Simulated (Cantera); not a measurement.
A closed system holds: 1 mol CH3OH, 2.2 mol CO2, held at 13.3 mbar.

Method: chemical equilibrium by Gibbs-energy minimisation in Cantera with the NASA 1993 tables (ideal gas, pure condensed phases). Candidate condensed phases: C, C6H6, C7H8, C8H18, H2O; 110 gas species. The numbers say what is thermodynamically allowed, not how fast it happens.

log p: log10 of the partial pressure in bar; nothing condenses.

```csv
T (°C),log p CO,log p H2O,log p CO2,log p H2,log p H,log p OH
1050,-2.28,-2.58,-2.52,-2.61,-7.10,-8.91
1150,-2.27,-2.55,-2.55,-2.63,-6.49,-8.08
1250,-2.26,-2.53,-2.57,-2.66,-5.96,-7.35
1350,-2.25,-2.52,-2.58,-2.68,[?],[?]
1450,-2.25,-2.51,-2.60,-2.70,-5.09,-6.16
1550,-2.24,-2.50,-2.61,-2.72,-4.72,-5.66
1650,-2.24,-2.49,-2.62,-2.73,[?],[?]
1750,-2.23,-2.48,-2.63,-2.75,-4.10,-4.81
1850,-2.23,-2.48,-2.65,-2.77,-3.83,-4.45
1950,-2.23,-2.49,-2.66,-2.79,-3.59,-4.13
2050,-2.23,-2.50,-2.67,-2.81,-3.37,-3.84
2150,-2.23,-2.53,-2.71,-2.83,-3.17,-3.59
```

Some entries are withheld; supply them.


- 1350, log p H: -5.50
- 1350, log p OH: -6.72
- 1650, log p H: -4.39
- 1650, log p OH: -5.21
